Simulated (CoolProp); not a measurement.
Aqueous magnesium chloride as a coolant, at 34 °C, 1 atm.

The numbers come from the Melinder's fits for secondary coolants in CoolProp.

```json
[
 {"mass %": "4", "freezing point (°C)": "-2.3", "Prandtl number": "5.64", "cp (kJ/(kg K))": "3.965", "viscosity (mPa s)": "0.870", "conductivity (W/(m K))": "0.612"},
 {"mass %": "6.8", "freezing point (°C)": "___", "Prandtl number": "5.68", "cp (kJ/(kg K))": "3.808", "viscosity (mPa s)": "0.906", "conductivity (W/(m K))": "0.607"},
 {"mass %": "9.5", "freezing point (°C)": "-7.6", "Prandtl number": "6.05", "cp (kJ/(kg K))": "3.658", "viscosity (mPa s)": "0.994", "conductivity (W/(m K))": "0.601"},
 {"mass %": "12.3", "freezing point (°C)": "-11.8", "Prandtl number": "6.76", "cp (kJ/(kg K))": "___", "viscosity (mPa s)": "1.14", "conductivity (W/(m K))": "0.594"},
 {"mass %": "15", "freezing point (°C)": "-16.8", "Prandtl number": "7.51", "cp (kJ/(kg K))": "3.377", "viscosity (mPa s)": "1.30", "conductivity (W/(m K))": "___"},
 {"mass %": "17.8", "freezing point (°C)": "-22.9", "Prandtl number": "8.32", "cp (kJ/(kg K))": "3.248", "viscosity (mPa s)": "1.48", "conductivity (W/(m K))": "0.578"},
 {"mass %": "20.5", "freezing point (°C)": "-30.2", "Prandtl number": "10.1", "cp (kJ/(kg K))": "___", "viscosity (mPa s)": "1.84", "conductivity (W/(m K))": "___"},
 {"mass %": "23.3", "freezing point (°C)": "___", "Prandtl number": "18.1", "cp (kJ/(kg K))": "2.987", "viscosity (mPa s)": "3.39", "conductivity (W/(m K))": "0.561"}
]
```

**Question.** What belongs in the gaps?

**Answer.** 
- 6.8, freezing point (°C): -4.5
- 12.3, cp (kJ/(kg K)): 3.510
- 15, conductivity (W/(m K)): 0.586
- 20.5, cp (kJ/(kg K)): 3.126
- 20.5, conductivity (W/(m K)): 0.569
- 23.3, freezing point (°C): -41.0
